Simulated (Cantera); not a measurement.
A perfectly stirred reactor is fed with 50.5 % NH₃, 49.5 % N₂, at 1.00 bar; it is held at 2075 K, and followed from long to short residence time.

Computed with Cantera and the gas-phase N/H chemistry of the illustrative SiF4/NH3 mechanism in the Surface Chemkin manual (1991). Walls and surfaces, which speed up NH3 decomposition in real reactors, are not modelled.

One state of this run: x NH₃ = 0.360; x N₂H₄ = 2.31e-7; x H = 0.000128; x NH = 1.87e-5; x H₂ = 0.143. x: mole fraction; the columns are a selection and need not sum to one.

**Question.** Which value of τ (s) does it belong to?
A) 0.0057
B) 0.061
C) 0.00054
D) 0.65

**Answer.** A, 0.0057
